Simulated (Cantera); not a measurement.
Cantera run:

```python
import numpy as np
import cantera as ct

gas_names = """
    O2 F2
""".split()
cond_names = """
    Mg(cr) MgF2(s) MgO(s)
""".split()


# ... load() reads the species with a 1 bar reference pressure and builds the phases ...
species = {s.name: s for s in load("nasa_gas.yaml", gas_names) + load("nasa_condensed.yaml", cond_names)}
T = 775
g = {n: (s.thermo.h(T) - T * s.thermo.s(T)) / (ct.gas_constant * T * np.log(10)) for n, s in species.items()}
valid = cond_names  # the entries whose range holds T


def stable(la, lb):
    # potentials (over RT ln 10) of the two non-metals from log10 p(O2) and log10 p(F2) in bar
    mu = {}
    mu["O"] = (g["O2"] + la) / 2
    mu["F"] = (g["F2"] + lb) / 2
    cost = {}
    for n in valid:
        c = species[n].composition
        cost[n] = (g[n] - sum(c.get(e, 0) * m for e, m in mu.items())) / c["Mg"]
    return min(cost, key=cost.get)


results = []
for lb in [0, -4.4, -8.8, -13.2, -17.5, -21.9, -26.3, -30.7, -35.1, -39.5, -43.8, -48.2, -52.6, -57]:
    row = [stable(la, lb) for la in [-18, -17, -16, -15, -14, -13, -12, -11, -10, -9, -8, -7, -6, -5, -4, -3, -2, -1, 0]]
    results.append(row)
    print(f"{lb:6.1f}  " + " ".join(f"{valid.index(n):x}" for n in row))
print("key: " + ", ".join(f"{i:x} {n}" for i, n in enumerate(valid)))
```

It prints:

```
   0.0  1 1 1 1 1 1 1 1 1 1 1 1 1 1 1 1 1 1 1
  -4.4  1 1 1 1 1 1 1 1 1 1 1 1 1 1 1 1 1 1 1
  -8.8  1 1 1 1 1 1 1 1 1 1 1 1 1 1 1 1 1 1 1
 -13.2  1 1 1 1 1 1 1 1 1 1 1 1 1 1 1 1 1 1 1
 -17.5  1 1 1 1 1 1 1 1 1 1 1 1 1 1 1 1 1 1 1
 -21.9  1 1 1 1 1 1 1 1 1 1 1 1 1 1 1 1 1 1 1
 -26.3  1 1 1 1 1 1 1 1 1 1 1 1 1 1 1 1 1 1 1
 -30.7  1 1 1 1 1 1 1 1 1 1 1 1 1 1 1 1 1 1 1
 -35.1  1 1 1 1 1 1 1 1 1 1 1 1 2 2 2 2 2 2 2
 -39.5  1 1 1 2 2 2 2 2 2 2 2 2 2 2 2 2 2 2 2
 -43.8  2 2 2 2 2 2 2 2 2 2 2 2 2 2 2 2 2 2 2
 -48.2  2 2 2 2 2 2 2 2 2 2 2 2 2 2 2 2 2 2 2
 -52.6  2 2 2 2 2 2 2 2 2 2 2 2 2 2 2 2 2 2 2
 -57.0  2 2 2 2 2 2 2 2 2 2 2 2 2 2 2 2 2 2 2
key: 0 Mg(cr), 1 MgF2(s), 2 MgO(s)
```

Source: NASA polynomial tables (part measured, part estimated), evaluated in Cantera. Not in the tables: oxide halides.
